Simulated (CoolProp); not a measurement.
Cyclopentane along the isotherm 550 K: density (kg/m³) from the reference equation and from simpler models built on Tc = 511.7 K, pc = 4.583 MPa, ω = 0.202; each cubic takes its own stable root.

Values from CoolProp's reference Helmholtz-energy equation of state, Gedanitz 2015.

| p (MPa) | phase | reference | ideal gas | van der Waals | Redlich-Kwong | Soave-Redlich-Kwong | Peng-Robinson |
|---|---|---|---|---|---|---|---|
| 4.17 | gas | 91.69 | 63.95 | 90.66 | 91.96 | 90.08 | 93.63 |
| 8.33 | supercritical | 357.1 | 127.8 | 299.6 | (withheld) | 306.8 | 332.0 |
| 12.5 | supercritical | 447.5 | 191.7 | 348.3 | 408.7 | (withheld) | 436.5 |
| 16.7 | supercritical | 484.2 | 256.1 | 374.5 | (withheld) | 443.9 | 489.9 |
| 20.8 | supercritical | 507.6 | 319.0 | 392.4 | 482.4 | 475.2 | 525.5 |
| 25 | supercritical | 525.7 | 383.4 | 406.5 | 506.1 | 499.9 | 553.5 |
| 29.2 | supercritical | 540.4 | 447.8 | 418.0 | 525.5 | 520.0 | 576.1 |
| 33.3 | supercritical | 552.6 | 510.7 | 427.4 | 541.6 | 536.6 | 594.7 |
| 37.5 | supercritical | 563.6 | 575.1 | 435.7 | 555.8 | 551.3 | 611.1 |
| 41.7 | supercritical | 573.3 | 639.5 | 443.0 | 568.4 | 564.2 | 625.5 |
| 45.8 | supercritical | 581.9 | 702.4 | 449.3 | 579.3 | 575.5 | 638.0 |

Q: Some entries are withheld; supply them.

A: 
- 8.33, Redlich-Kwong: 325.8
- 12.5, Soave-Redlich-Kwong: 397.4
- 16.7, Redlich-Kwong: 452.5
